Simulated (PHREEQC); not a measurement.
**Silver or lead bath: an equilibrium model**

Dissolve 0.21 mol/kgw Pb(NO3)2, 0.025 mol/kgw KNO3 and 0.00032 mol/kgw Na2SO4 at 25 °C. Closed to the air; pH follows from the charge balance.

Computed with PHREEQC (ion-association model, phreeqc.dat).

Each row changes one thing in this solution. No solid was allowed to form.

```tsv
case	pH	ionic strength (mol/kgw)	NO3- (mol/kgw)	PbNO3+ (mol/kgw)	Pb+2 (mol/kgw)	Pb2OH+3 (mol/kgw)	SI of Pb(OH)2 (Pb(OH)2)
as made	4.16	0.427	0.331	0.114	0.0954	7.86e-5	-1.39
Na2SO4 from 0.00032 to 0.0032 mol/kgw	4.17	0.429	0.332	0.113	0.0943	7.83e-5	-1.38
Na2SO4 left out	4.16	0.426	0.331	0.114	0.0955	7.87e-5	-1.40
Pb(NO3)2 from 0.21 to 0.42 mol/kgw	4.03	0.715	0.580	0.285	0.135	0.000112	-1.47
diluted 10-fold with water	4.78	0.0570	0.0402	(withheld)	0.0167	9.00e-6	-0.73
diluted 100-fold with water	5.26	0.00637	0.00436	9.18e-5	0.00200	3.48e-7	-0.47
temperature from 25 to 55 °C	4.15	(withheld)	0.335	0.111	0.0991	8.36e-5	-0.50
KNO3 replaced by K2SO4 at the same molality	4.22	0.428	(withheld)	0.102	0.0892	7.81e-5	(withheld)
```

Question: Some entries are withheld; supply them.

Answer: 
- diluted 10-fold with water, PbNO3+ (mol/kgw): 0.00426
- temperature from 25 to 55 °C, ionic strength (mol/kgw): 0.434
- KNO3 replaced by K2SO4 at the same molality, NO3- (mol/kgw): 0.318
- KNO3 replaced by K2SO4 at the same molality, SI of Pb(OH)2 (Pb(OH)2): -1.31

The ionic strength passes 0.7 mol/kgw, the rough limit of the ion-association models, in Pb(NO3)2 from 0.21 to 0.42 mol/kgw. Some of these states are supersaturated (in Anglesite, for instance). Away from 25 °C the constants follow the database's enthalpies or fits; those with neither stay at their 25 °C values.
